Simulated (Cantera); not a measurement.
A closed system holds: 1 mol Si2Cl6, a varied amount of H2, held at 1725 K and 59.0 mbar.

Equilibrium computed with Cantera from the NASA thermochemical tables; the gas is ideal and each condensed phase is pure. Candidate condensed phases: Si; 19 gas species. The feed counts by its element totals alone. Gases not in the tables: Si2H6 and higher silanes. Kinetics and transport are ignored.

Question: Which condensed phases are stable at each of these points (n(H2) (mol)): 3.8, 5.8, 9, 14, 21, 33, 51, 79, 120, 190, 290?

Answer: 
```
n(H2) (mol)  condensed phases  Si condensed (%)
-----------  ----------------  ----------------
3.8                  gas only               0.0
5.8                  gas only               0.0
9                       Si(l)               3.6
14                      Si(l)              13.6
21                      Si(l)              23.5
33                      Si(l)              35.3
51                      Si(l)              46.7
79                      Si(l)              57.7
120                     Si(l)              67.1
190                     Si(l)              75.9
290                     Si(l)              82.2
```

From 3.8 mol H2 to 5.8 mol H2 nothing is condensed. From 9 mol H2 to 290 mol H2 the condensed part is Si(l).
